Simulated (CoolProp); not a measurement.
Saturation properties of octamethyltrisiloxane (MDM) (Tc = 292.2 °C, pc = 1438 kPa, ω = 0.528).

The numbers come from the reference Helmholtz-energy equation of state, Thol 2017 in CoolProp.

```
T (°C)  p (kPa)  liquid density (kg/m³)  enthalpy of vaporisation (kJ/kg)  liquid cp (kJ/(kg K))
------  -------  ----------------------  --------------------------------  ---------------------
-9.75   0.03479                   849.7                             218.2                  1.711
-2.35   0.06596                   842.4                             215.2                  1.725
5.05     0.1199                   835.1                             212.2                  1.740
12.45    0.2096                   827.8                             209.3                  1.755
19.85    0.3537                   820.4                             206.3                  1.772
27.25    0.5778                   813.0                             203.4                  1.788
34.75    0.9214                   805.4                             200.5                  1.806
42.15     1.420                   797.9                             197.6                  1.823
49.55     2.135                   790.3                             194.7                  1.841
56.95     3.134                   782.7                             191.8                  1.859
64.35     4.501                   775.0                             188.9                  1.878
71.75     6.338                   767.2                             186.0                  1.897
```

It boils at 152.5 °C under 1 atm.
